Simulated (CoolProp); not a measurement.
Normal hydrogen at 293.15 K and 0.493 MPa flows at 0.74 m/s in a round tube of 2 mm bore and 45 µm roughness, fully developed (64/Re and Nu = 3.66 if laminar; Colebrook and Gnielinski if turbulent). Each further row changes one setting.

Model: reference Helmholtz-energy equation of state, Leachman 2009, in CoolProp.

| case | Reynolds number | Darcy friction factor | pressure drop (Pa/m) | heat-transfer coefficient (W/(m² K)) | mass flow (kg/h) |
|---|---|---|---|---|---|
| as stated | [?] | 0.936 | [?] | 337 | 0.00340 |
| velocity 1.48 m/s | 137 | 0.468 | 104 | 337 | [?] |
| diameter 4 mm | 137 | 0.468 | [?] | 168 | 0.0136 |

**Question.** Fill in the missing entries.

**Answer.** 
- as stated, Reynolds number: 68.4
- as stated, pressure drop (Pa/m): 52.1
- velocity 1.48 m/s, mass flow (kg/h): 0.00681
- diameter 4 mm, pressure drop (Pa/m): 13.0

Viscosity comes from a separate model (Muzny 2013). Thermal conductivity comes from a separate model (Assael 2011).
